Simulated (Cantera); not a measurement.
What does this Cantera script print?

```python
import numpy as np
import cantera as ct

gas_names = """
    B BH BH2 BH3 B2 H H2
""".split()
cond_names = """
    B(b) B(L)
""".split()


# ... load() reads the species with a 1 bar reference pressure and builds the phases ...
atoms = {
    'B2H6': {'B': 2, 'H': 6},
    'H2': {'H': 2},
}
top_T = {}  # K; cautious upper limits of use, not melting points


# ... equilibrate(T, P, feed) seeds the gas with the atoms and calls Mixture.equilibrate('TP', solver="vcs", rtol=1e-11, max_steps=5000) ...
results = []
feed = {'B2H6': 1, 'H2': 46}  # mol
T = 1573.15  # K
P = 133.322  # Pa
mix = equilibrate(T, P, feed)
results.append((T, P, feed, dict(zip(mix.species_names, mix.species_moles))))
x = sorted(zip(gas.X, gas.species_names), reverse=True)
print(f"T = {T:g} K  P = {P:g} Pa  gas = {mix.phase_moles(0):.4g} mol")
print("   x: " + "  ".join(f"{s} {v:.3e}" for v, s in x if v > 1e-05))
print("   condensed (mol): " + ("  ".join(f"{mix.phase(i).name} {mix.phase_moles(i):.4g}"
      for i in range(1, mix.n_phases) if mix.phase_moles(i) > 1e-12) or "none"))
```

Result:

```
T = 1573.15 K  P = 133.322 Pa  gas = 49.03 mol
   x: H2 9.989e-01  H 1.115e-03  BH2 2.031e-05
   condensed (mol): B(b) 1.999
```

Method: chemical equilibrium by Gibbs-energy minimisation in Cantera with the NASA 1993 tables (ideal gas, pure condensed phases). The feed counts by its element totals alone. The tables' values for BH2 are old estimates; treat these amounts as uncertain.
